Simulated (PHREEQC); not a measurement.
1 kg of water holding 27 mmol/kgw KCl and 19 mmol/kgw NaCl is evaporated at 25 °C; the solids stay in contact with the brine. CO2 from the air is kept out. The run lets Halite, Sylvite precipitate or redissolve, and no other solid.

Computed with PHREEQC (Pitzer model, pitzer.dat).

```json
[
 {"water left (kg)": "1", "ionic strength": "0.0460", "water activity": "0.998", "Sylvite (mol)": "0", "Na in solution (mol/kgw)": "0.0190"},
 {"water left (kg)": "0.5552", "ionic strength": "___", "water activity": "___", "Sylvite (mol)": "0", "Na in solution (mol/kgw)": "0.0342"},
 {"water left (kg)": "0.375", "ionic strength": "0.123", "water activity": "0.996", "Sylvite (mol)": "0", "Na in solution (mol/kgw)": "0.0507"},
 {"water left (kg)": "0.2082", "ionic strength": "0.221", "water activity": "0.993", "Sylvite (mol)": "0", "Na in solution (mol/kgw)": "0.0913"},
 {"water left (kg)": "0.1156", "ionic strength": "___", "water activity": "___", "Sylvite (mol)": "0", "Na in solution (mol/kgw)": "0.164"},
 {"water left (kg)": "0.06418", "ionic strength": "0.717", "water activity": "0.977", "Sylvite (mol)": "0", "Na in solution (mol/kgw)": "0.296"},
 {"water left (kg)": "0.04335", "ionic strength": "___", "water activity": "___", "Sylvite (mol)": "0", "Na in solution (mol/kgw)": "0.438"},
 {"water left (kg)": "0.02407", "ionic strength": "___", "water activity": "0.938", "Sylvite (mol)": "0", "Na in solution (mol/kgw)": "0.789"},
 {"water left (kg)": "0.01337", "ionic strength": "___", "water activity": "0.885", "Sylvite (mol)": "0", "Na in solution (mol/kgw)": "1.42"},
 {"water left (kg)": "0.00903", "ionic strength": "5.09", "water activity": "0.824", "Sylvite (mol)": "0", "Na in solution (mol/kgw)": "2.10"},
 {"water left (kg)": "0.005012", "ionic strength": "6.46", "water activity": "0.762", "Sylvite (mol)": "0.0136", "Na in solution (mol/kgw)": "3.79"}
]
```

Question: What belongs in the gaps?

Answer: 
- 0.5552, ionic strength: 0.0829
- 0.5552, water activity: 0.997
- 0.1156, ionic strength: 0.398
- 0.1156, water activity: 0.987
- 0.04335, ionic strength: 1.06
- 0.04335, water activity: 0.966
- 0.02407, ionic strength: 1.91
- 0.01337, ionic strength: 3.44
